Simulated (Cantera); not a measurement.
# Moist CO burnout

An isothermal, constant-pressure homogeneous reactor starts with CO : O2 : H2O : N2 = 0.018 : 0.021 : 0.0019 : 1 (molar parts), at 1323 K and 500000 Pa.

Detailed kinetics in Cantera: GRI-Mech 3.0 (53 species, 325 reactions).

```csv
t (s),x CO,x O2,x H2O,x NO,x H,x H2
2.00e-6,0.0173,0.0202,0.00183,<1e-12,1.16e-12,<1e-12
6.83e-6,0.0173,0.0202,0.00183,<1e-12,1.85e-11,<1e-12
2.33e-5,0.0173,0.0202,0.00183,<1e-12,2.04e-10,6.02e-12
7.95e-5,0.0173,0.0202,0.00183,<1e-12,1.72e-9,1.80e-10
0.000271,0.0173,0.0202,0.00183,<1e-12,3.41e-8,8.79e-9
0.000926,0.0159,0.0194,0.00178,1.79e-8,1.82e-5,2.18e-5
0.00316,0.00574,0.0144,0.00180,5.62e-7,9.25e-6,1.72e-5
0.0108,0.000900,0.0121,0.00183,1.13e-6,8.74e-7,3.00e-6
0.0368,6.33e-5,0.0117,0.00184,1.34e-6,3.15e-8,2.00e-7
0.126,2.13e-6,0.0116,0.00184,1.45e-6,7.81e-10,1.21e-8
0.429,5.49e-8,0.0116,0.00184,1.48e-6,4.97e-11,1.70e-9
1.46,1.76e-8,0.0116,0.00184,1.49e-6,2.26e-11,9.97e-10
5.00,1.75e-8,0.0116,0.00184,1.49e-6,2.25e-11,9.96e-10
```
x: mole fraction; the columns are a selection and need not sum to one.

Equilibrium at this temperature and pressure: CO 1.76e-8, O2 0.0116, H2O 0.00184, NO 0.000120, H 2.26e-11, H2 9.99e-10 (gas phase only).
